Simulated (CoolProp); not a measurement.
Vapour pressure (MPa) of ethanol: the reference equation beside estimates from Tc = 514.7 K, pc = 6.268 MPa, ω = 0.644.

Model: reference Helmholtz-energy equation of state, Schroeder 2014, in CoolProp.

```
T (K)  reference  Lee-Kesler  van der Waals  Soave-Redlich-Kwong  Peng-Robinson
-----  ---------  ----------  -------------  -------------------  -------------
411.1     0.7157      0.7113          2.385               0.7204         0.7202
421       0.9300      0.9204          2.660               0.9347         0.9316
430.9      1.191       1.174          2.955                1.195          1.189
440.7      1.502       1.476          3.266                1.506          1.495
450.6      1.874       1.838          3.600                1.879          1.863
460.5      2.313       2.267          3.954                2.318          2.298
470.3      2.819       2.764          4.325                2.827          2.803
480.2      3.410       3.352          4.720                3.423          3.397
490.1      4.091       4.038          5.137                4.109          4.084
```

Absolute difference from the reference over all 9 rows, mean and median: Lee-Kesler 1.5 and 1.7 %, van der Waals 107.3 and 92.1 %, Soave-Redlich-Kwong 0.4 and 0.3 %, Peng-Robinson 0.4 and 0.5 %.
